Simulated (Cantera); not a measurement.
Charge: 1 mol B2O3, 1.1 mol HF, held at 11000 Pa.

Cantera equilibrium calculation (NASA polynomials, part measured and part estimated; ideal gas, pure solids and liquids). Candidate condensed phases: B, B2O3, B3O3H3, H2O; 43 gas species. Gases not in the tables: H3BO3. Rates play no part.

Question: At 1350 K, list the 4 most abundant gas species with their mole fractions, and the condensed phases.

Answer: HF 0.426, H2O 0.320, BF3 0.179, BOF 0.0394. Condensed: B2O3(l).
